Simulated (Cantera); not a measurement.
What does this Cantera script print?

```python
import numpy as np
import cantera as ct

surf = ct.Interface("diamond.yaml", "diamond_100")
gas, bulk = surf.adjacent["gas"], surf.adjacent["diamond"]
k = surf.kinetics_species_index(bulk.species_names[0])
cover = ["c6HH", "c6H*", "c6*H", "c6**", "c6HM", "c6B"]

rows, drift = [], 0.0
print(f"{'xH':>10s}{'um/h':>11s}" + "".join(f"{s:>11s}" for s in cover))
for v in [0.0001, 0.00022, 0.0005, 0.0011, 0.0025, 0.0055, 0.012, 0.027, 0.06]:
    T, P, xH, xCH3 = 1350, 13000, v, 0.0002
    gas.TPX = T, P, {"H": xH, "CH3": xCH3, "CH4": 0.019, "H2": 1 - xH - xCH3 - 0.019}
    surf.TP = bulk.TP = T, P
    surf.coverages = "c6H*:0.1, c6HH:0.9"
    surf.advance_coverages(100.0)
    before = surf.coverages
    surf.advance_coverages(100.0)
    drift = max(drift, np.max(np.abs(surf.coverages - before) / (surf.coverages + 1e-9)))
    rate = surf.net_production_rates[k] * bulk.mean_molecular_weight / bulk.density * 3.6e9
    rows.append([rate, *surf[cover].coverages])
    print(f"{v:10.4g}{rate:11.4e}" + "".join(f"{x:11.3e}" for x in rows[-1][1:]))
```

Output:

```
        xH       um/h       c6HH       c6H*       c6*H       c6**       c6HM        c6B
    0.0001 1.2394e-01  6.848e-01  2.858e-02  2.819e-01  3.596e-03  1.631e-04  3.363e-10
   0.00022 5.0838e-01  5.629e-01  3.919e-02  3.865e-01  9.394e-03  2.367e-04  1.380e-09
    0.0005 1.4812e+00  4.657e-01  4.714e-02  4.648e-01  1.977e-02  3.165e-04  4.019e-09
    0.0011 2.9722e+00  4.083e-01  5.133e-02  5.059e-01  3.196e-02  3.873e-04  8.065e-09
    0.0025 4.8876e+00  3.761e-01  5.335e-02  5.255e-01  4.305e-02  4.388e-04  1.326e-08
    0.0055 7.1972e+00  3.609e-01  5.423e-02  5.333e-01  5.013e-02  4.546e-04  1.953e-08
     0.012 1.0563e+01  3.536e-01  5.474e-02  5.364e-01  5.410e-02  4.326e-04  2.866e-08
     0.027 1.5955e+01  3.501e-01  5.529e-02  5.375e-01  5.627e-02  3.681e-04  4.330e-08
      0.06 2.3026e+01  3.485e-01  5.621e-02  5.372e-01  5.751e-02  2.724e-04  6.248e-08
```

Model: the Harris–Goodwin 1993 mechanism for the reconstructed diamond (100) surface, integrated in Cantera.
